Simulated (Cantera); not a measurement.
Thermodynamics of aluminium nitride and oxide growth, feed AlI3 + O2 + N2 + NH3

Feed: 1 mol AlI3, 0.32 mol O2, 130 mol N2, 1.3 mol NH3, held at 16.0 Pa.

Method: chemical equilibrium by Gibbs-energy minimisation in Cantera with the NASA 1993 tables (ideal gas, pure condensed phases). Candidate condensed phases: Al, AlI3, AlN, Al2O3, H2O, I2; 41 gas species. Mutual solubility and eutectic melting of coexisting phases are not modelled. The tables' values for AlOH are old estimates; treat these amounts as uncertain. Condensed phases not in the tables: aluminium oxynitride. Rates play no part.

```json
[
 {"T (°C)": "427", "log p N2": "-3.81", "log p H": "<-15", "log p I": "-6.39", "log p HI": "-5.55", "log p H2": "-6.03", "n AlN(s)": "0.552", "n Al2O3(s)": "0.213"},
 {"T (°C)": "577", "log p N2": "-3.81", "log p H": "-13.59", "log p I": "-5.69", "log p HI": "-5.84", "log p H2": "-5.80", "n AlN(s)": "0.567", "n Al2O3(s)": "0.213"},
 {"T (°C)": "727", "log p N2": "-3.81", "log p H": "-11.48", "log p I": "-5.51", "log p HI": "-6.36", "log p H2": "-5.68", "n AlN(s)": "0.573", "n Al2O3(s)": "0.213"},
 {"T (°C)": "877", "log p N2": "-3.81", "log p H": "-9.95", "log p I": "-5.47", "log p HI": "-6.88", "log p H2": "-5.65", "n AlN(s)": "0.573", "n Al2O3(s)": "0.213"},
 {"T (°C)": "1027", "log p N2": "-3.81", "log p H": "-8.78", "log p I": "-5.46", "log p HI": "-7.31", "log p H2": "-5.64", "n AlN(s)": "0.554", "n Al2O3(s)": "0.213"},
 {"T (°C)": "1177", "log p N2": "-3.81", "log p H": "-7.84", "log p I": "-5.49", "log p HI": "-7.69", "log p H2": "-5.64", "n AlN(s)": "0.343", "n Al2O3(s)": "0.213"},
 {"T (°C)": "1327", "log p N2": "-3.81", "log p H": "-7.09", "log p I": "-5.54", "log p HI": "-8.03", "log p H2": "-5.65", "n AlN(s)": "0", "n Al2O3(s)": "0.212"},
 {"T (°C)": "1477", "log p N2": "-3.81", "log p H": "-6.47", "log p I": "-5.50", "log p HI": "-8.24", "log p H2": "-5.67", "n AlN(s)": "0", "n Al2O3(s)": "0.204"},
 {"T (°C)": "1627", "log p N2": "-3.81", "log p H": "-5.98", "log p I": "-5.47", "log p HI": "-8.45", "log p H2": "-5.76", "n AlN(s)": "0", "n Al2O3(s)": "0.195"},
 {"T (°C)": "1777", "log p N2": "-3.82", "log p H": "-5.63", "log p I": "-5.46", "log p HI": "-8.72", "log p H2": "-5.96", "n AlN(s)": "0", "n Al2O3(s)": "0.191"},
 {"T (°C)": "1927", "log p N2": "-3.82", "log p H": "-5.44", "log p I": "-5.46", "log p HI": "-9.07", "log p H2": "-6.38", "n AlN(s)": "0", "n Al2O3(s)": "0.142"}
]
```
log p: log10 of the partial pressure in bar; n: condensed amount in mol.

From 427 °C to 1177 °C the condensed part is AlN(s) + Al2O3(s). From 1327 °C to 1927 °C the condensed part is Al2O3(s). The main Al-bearing gas is AlI3 at 427 °C and Al at 1927 °C. The share of Al in condensed phases is highest at 727 °C (100.0 %) and lowest at 1927 °C (28.4 %).
